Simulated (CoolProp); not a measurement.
CF4 (R14) along the isotherm 126.1 K: fugacity coefficient from the reference equation and from simpler models built on Tc = 227.4 K, pc = 3762 kPa, ω = 0.178; each cubic takes its own stable root.

Computed with CoolProp (reference Helmholtz-energy equation of state, Platzer 1990). This equation is an older, rougher fit; its heat capacities, sound speeds and derivatives of the liquid may be far off and weren't checked against measurements.

```csv
p (kPa),phase,reference
5.95,gas,0.9971
13.5,gas,0.9935
30.8,liquid,0.6786
70.1,liquid,0.2987
160,liquid,0.1315
363,liquid,0.05853
827,liquid,0.02628
1880,liquid,0.01218
```

### Question
How far does each simpler model (van der Waals, Redlich-Kwong, Peng-Robinson) lie from the reference over these 8 states: mean and median of the absolute difference, and the worst?

### Answer
- van der Waals: mean 422.7 %, median 425.5 %, worst +848.3 % at 126.1 K and 1880 kPa
- Redlich-Kwong: mean 37.6 %, median 51.0 %, worst +51.4 % at 126.1 K and 1880 kPa
- Peng-Robinson: mean 1.7 %, median 2.2 %, worst +2.4 % at 126.1 K and 30.8 kPa

At some of these states van der Waals, Redlich-Kwong gives the other phase, because its saturation line lies elsewhere.
